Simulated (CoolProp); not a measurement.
Vapour-liquid equilibrium of benzene (1) + n-heptane (2) at 1.64 MPa; x and y are mole fractions of (1).

Values from CoolProp's multi-fluid Helmholtz-energy mixture model, Thol 2012 and Span 2003; pair parameters Bell 2016.

```
x      bubble temperature (K)  y at the bubble point  dew temperature at overall composition x (K)  liquid density (mol/L)
-----  ----------------------  ---------------------  --------------------------------------------  ----------------------
0.05                    503.2                  0.064                                         503.6                   4.498
0.125                   500.5                  0.158                                         501.4                   4.706
0.2                     497.9                  0.248                                         499.3                   4.923
0.275                   495.4                  0.334                                         497.1                   5.150
0.35                    493.1                  0.415                                         494.9                   5.388
0.425                   490.9                  0.491                                         492.8                   5.639
0.5                     489.0                  0.564                                         490.7                   5.905
0.575                   487.3                  0.632                                         488.7                   6.187
0.65                    485.8                  0.697                                         486.9                   6.489
0.725                   484.5                  0.761                                         485.2                   6.814
0.8                     483.4                  0.824                                         483.8                   7.163
0.875                   482.5                  0.888                                         482.6                   7.541
0.95                    481.8                  0.954                                         481.8                   7.951
```

No azeotrope shows between x = 0.05 and 0.95.

The pair parameters rest on a limited set of measurements; away from them the model extrapolates.
